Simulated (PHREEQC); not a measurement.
NH3 is added in steps, without added water, to 1 kg of water holding 0.0055 mol/kgw TMAH, 0.015 mol/kgw Na2SO4 and 0.079 mol/kgw HCl, at 25 °C. Oxygen is held at 0.21 atm. CO2 from the air is kept out. Only these solids could form: Halite.

Base run: PHREEQC, ion-association model, phreeqc.dat. Each further column changes one thing. The table gives HSO4- (mol/kgw).

```csv
NH3 added (mol),base,metal-ligand complexes left out,Debye-Hückel limiting law,all activity coefficients set to 1,database wateq4f.dat
0,0.0104,0.0106,0.00854,0.0126,0.0104
0.02,0.00893,0.00909,0.00705,0.0112,0.00895
0.04,0.00674,0.00689,0.00506,0.00894,0.00674
0.08,2.16e-9,2.24e-9,1.60e-9,3.14e-9,2.34e-9
0.1,5.30e-10,5.50e-10,3.92e-10,7.71e-10,5.73e-10
0.12,3.02e-10,3.13e-10,2.24e-10,4.39e-10,3.27e-10
0.14,2.11e-10,2.19e-10,1.56e-10,3.07e-10,2.28e-10
0.18,1.32e-10,1.37e-10,9.77e-11,1.92e-10,1.43e-10
0.2,1.11e-10,1.15e-10,8.22e-11,1.61e-10,1.20e-10
0.22,9.60e-11,9.95e-11,7.10e-11,1.39e-10,1.04e-10
0.24,8.45e-11,8.75e-11,6.25e-11,1.23e-10,9.13e-11
0.28,6.81e-11,7.06e-11,5.04e-11,9.89e-11,7.36e-11
0.3,6.21e-11,6.43e-11,4.59e-11,9.02e-11,6.71e-11
0.32,5.71e-11,5.91e-11,4.22e-11,8.29e-11,6.17e-11
```

(CH3)4N+ isn't in the database: it is added as a free cation with an ion size of 4 Å. phreeqc.dat and wateq4f.dat share most of their constants, so their agreement is no independent check. Solids allowed in the column 'database wateq4f.dat': Halite, Mirabilite.
